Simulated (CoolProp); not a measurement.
The numbers come from the reference Helmholtz-energy equation of state, Lemmon 2006 in CoolProp. It is a short technical equation, of lower accuracy than the large ones.

Q: For carbonyl sulfide, give the phase and the cp (kJ/(kg K)), cv (kJ/(kg K)) at 399 K and 0.118 MPa.

A: 
- 399 K and 0.118 MPa: gas; cp 0.767, cv 0.626
